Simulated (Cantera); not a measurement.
Cantera with NASA thermochemical tables; ideal gases at 1 bar, condensed phases pure. Values are per mole of reaction as written; species without (g) are pure solids or liquids, kept so even where they would boil at 1 bar.

Between 350 and 1250 K, where is each reaction favourable under standard conditions?
- 3 Cu + 6 H(g) + 2 NF₃(g) → 3 CuF₂ + 2 NH₃(g)


- 3 Cu + 6 H(g) + 2 NF₃(g) → 3 CuF₂ + 2 NH₃(g): ΔG° is -2511 kJ at 350 K and -1894 kJ at 1250 K; it stays negative (K > 1). ΔH° is -2587 kJ and ΔS° -555 J/K at 1250 K.
